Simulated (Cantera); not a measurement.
What does this Cantera script print?

```python
import numpy as np
import cantera as ct

gas_names = """
    C CO CO2 C2 C2O C3 C3O2 C4 C5 O O2 O3 Ta TaO TaO2
""".split()
cond_names = """
    C(gr) Ta(cr) Ta(L) TaC(s) TaC(L) Ta2O5(s) Ta2O5(L)
""".split()


def load(file, names, dense=False):
    # The tables refer to 1 bar. Condensed volumes are neglected.
    table = {s.name: s for s in ct.Species.list_from_file(file)}
    out = []
    for n in names:
        d = dict(table[n].input_data)
        d["thermo"] = dict(d["thermo"], **{"reference-pressure": 1e5})
        if dense:
            d["equation-of-state"] = {"model": "constant-volume", "density": "1e6 g/cm^3"}
        out.append(ct.Species.from_dict(d))
    return out


gas = ct.Solution(thermo="ideal-gas", species=load("nasa_gas.yaml", gas_names))
cond = {s.name: ct.Solution(thermo="fixed-stoichiometry", species=[s], name=s.name)
        for s in load("nasa_condensed.yaml", cond_names, dense=True)}
atoms = {
    'Ta2O5': {'Ta': 2, 'O': 5},
    'C': {'C': 1},
    'CO': {'C': 1, 'O': 1},
}
top_T = {'C(gr)': 4500}  # K; cautious upper limits of use, not melting points


def equilibrate(T, P, feed):
    n = {}
    for name, mol in feed.items():
        for a, k in atoms[name].items():
            n[a] = n.get(a, 0.0) + k * mol
    gas.TPX = T, P, n
    mass = sum(n.values()) * gas.mean_molecular_weight
    gas.equilibrate("TP")
    valid = [c for c in cond.values() if c.min_temp <= T <= top_T.get(c.name, c.max_temp)]
    mix = ct.Mixture([(gas, mass / gas.mean_molecular_weight)] + [(c, 0.0) for c in valid])
    mix.T, mix.P = T, P
    mix.equilibrate("TP", solver="vcs", rtol=1e-11, max_steps=5000)
    return mix


results = []
feed = {'Ta2O5': 1, 'C': 6.3, 'CO': 0.052}  # mol
for P in [10, 42, 180, 750, 3200, 13000, 56000, 240000, 1000000]:
    for T in [973, 1123, 1273, 1423, 1573, 1723, 1873, 2023, 2173, 2323, 2473, 2623]:
        mix = equilibrate(T, P, feed)
        results.append((T, P, feed, dict(zip(mix.species_names, mix.species_moles))))

for T, P, feed, n in results:
    print(f"{T:7g} {P:10.4g}  " + (" + ".join(c for c in cond_names if n.get(c, 0) > 1e-12) or "gas only"))
```

It prints:

```
    973         10  TaC(s) + Ta2O5(s)
   1123         10  TaC(s) + Ta2O5(s)
   1273         10  TaC(s) + Ta2O5(s)
   1423         10  TaC(s) + Ta2O5(s)
   1573         10  TaC(s) + Ta2O5(s)
   1723         10  TaC(s) + Ta2O5(s)
   1873         10  Ta(cr) + TaC(s)
   2023         10  Ta(cr) + TaC(s)
   2173         10  Ta(cr) + TaC(s)
   2323         10  Ta(cr) + TaC(s)
   2473         10  Ta(cr) + TaC(s)
   2623         10  Ta(cr) + TaC(s)
    973         42  C(gr) + Ta2O5(s)
   1123         42  TaC(s) + Ta2O5(s)
   1273         42  TaC(s) + Ta2O5(s)
   1423         42  TaC(s) + Ta2O5(s)
   1573         42  TaC(s) + Ta2O5(s)
   1723         42  TaC(s) + Ta2O5(s)
   1873         42  Ta(cr) + TaC(s)
   2023         42  Ta(cr) + TaC(s)
   2173         42  Ta(cr) + TaC(s)
   2323         42  Ta(cr) + TaC(s)
   2473         42  Ta(cr) + TaC(s)
   2623         42  Ta(cr) + TaC(s)
    973        180  C(gr) + Ta2O5(s)
   1123        180  TaC(s) + Ta2O5(s)
   1273        180  TaC(s) + Ta2O5(s)
   1423        180  TaC(s) + Ta2O5(s)
   1573        180  TaC(s) + Ta2O5(s)
   1723        180  TaC(s) + Ta2O5(s)
   1873        180  TaC(s) + Ta2O5(s)
   2023        180  Ta(cr) + TaC(s)
   2173        180  Ta(cr) + TaC(s)
   2323        180  Ta(cr) + TaC(s)
   2473        180  Ta(cr) + TaC(s)
   2623        180  Ta(cr) + TaC(s)
    973        750  C(gr) + Ta2O5(s)
   1123        750  TaC(s) + Ta2O5(s)
   1273        750  TaC(s) + Ta2O5(s)
   1423        750  TaC(s) + Ta2O5(s)
   1573        750  TaC(s) + Ta2O5(s)
   1723        750  TaC(s) + Ta2O5(s)
   1873        750  TaC(s) + Ta2O5(s)
   2023        750  TaC(s) + Ta2O5(s)
   2173        750  Ta(cr) + TaC(s)
   2323        750  Ta(cr) + TaC(s)
   2473        750  Ta(cr) + TaC(s)
   2623        750  Ta(cr) + TaC(s)
    973       3200  C(gr) + Ta2O5(s)
   1123       3200  C(gr) + Ta2O5(s)
   1273       3200  TaC(s) + Ta2O5(s)
   1423       3200  TaC(s) + Ta2O5(s)
   1573       3200  TaC(s) + Ta2O5(s)
   1723       3200  TaC(s) + Ta2O5(s)
   1873       3200  TaC(s) + Ta2O5(s)
   2023       3200  TaC(s) + Ta2O5(s)
   2173       3200  TaC(s) + Ta2O5(L)
   2323       3200  Ta(cr) + TaC(s)
   2473       3200  Ta(cr) + TaC(s)
   2623       3200  Ta(cr) + TaC(s)
    973    1.3e+04  C(gr) + Ta2O5(s)
   1123    1.3e+04  C(gr) + Ta2O5(s)
   1273    1.3e+04  TaC(s) + Ta2O5(s)
   1423    1.3e+04  TaC(s) + Ta2O5(s)
   1573    1.3e+04  TaC(s) + Ta2O5(s)
   1723    1.3e+04  TaC(s) + Ta2O5(s)
   1873    1.3e+04  TaC(s) + Ta2O5(s)
   2023    1.3e+04  TaC(s) + Ta2O5(s)
   2173    1.3e+04  TaC(s) + Ta2O5(L)
   2323    1.3e+04  TaC(s) + Ta2O5(L)
   2473    1.3e+04  Ta(cr) + TaC(s)
   2623    1.3e+04  Ta(cr) + TaC(s)
    973    5.6e+04  C(gr) + Ta2O5(s)
   1123    5.6e+04  C(gr) + Ta2O5(s)
   1273    5.6e+04  C(gr) + Ta2O5(s)
   1423    5.6e+04  TaC(s) + Ta2O5(s)
   1573    5.6e+04  TaC(s) + Ta2O5(s)
   1723    5.6e+04  TaC(s) + Ta2O5(s)
   1873    5.6e+04  TaC(s) + Ta2O5(s)
   2023    5.6e+04  TaC(s) + Ta2O5(s)
   2173    5.6e+04  TaC(s) + Ta2O5(L)
   2323    5.6e+04  TaC(s) + Ta2O5(L)
   2473    5.6e+04  TaC(s) + Ta2O5(L)
   2623    5.6e+04  Ta(cr) + TaC(s)
    973    2.4e+05  C(gr) + Ta2O5(s)
   1123    2.4e+05  C(gr) + Ta2O5(s)
   1273    2.4e+05  C(gr) + Ta2O5(s)
   1423    2.4e+05  C(gr) + Ta2O5(s)
   1573    2.4e+05  TaC(s) + Ta2O5(s)
   1723    2.4e+05  TaC(s) + Ta2O5(s)
   1873    2.4e+05  TaC(s) + Ta2O5(s)
   2023    2.4e+05  TaC(s) + Ta2O5(s)
   2173    2.4e+05  TaC(s) + Ta2O5(L)
   2323    2.4e+05  TaC(s) + Ta2O5(L)
   2473    2.4e+05  TaC(s) + Ta2O5(L)
   2623    2.4e+05  TaC(s) + Ta2O5(L)
    973      1e+06  C(gr) + Ta2O5(s)
   1123      1e+06  C(gr) + Ta2O5(s)
   1273      1e+06  C(gr) + Ta2O5(s)
   1423      1e+06  C(gr) + Ta2O5(s)
   1573      1e+06  TaC(s) + Ta2O5(s)
   1723      1e+06  TaC(s) + Ta2O5(s)
   1873      1e+06  TaC(s) + Ta2O5(s)
   2023      1e+06  TaC(s) + Ta2O5(s)
   2173      1e+06  TaC(s) + Ta2O5(L)
   2323      1e+06  TaC(s) + Ta2O5(L)
   2473      1e+06  TaC(s) + Ta2O5(L)
   2623      1e+06  TaC(s) + Ta2O5(L)
```

Method: chemical equilibrium by Gibbs-energy minimisation in Cantera with the NASA 1993 tables (ideal gas, pure condensed phases). Mutual solubility and eutectic melting of coexisting phases are not modelled. TaC: taken at fixed stoichiometry. Condensed phases not in the tables: Ta2C, N, O or C dissolved in the metal.
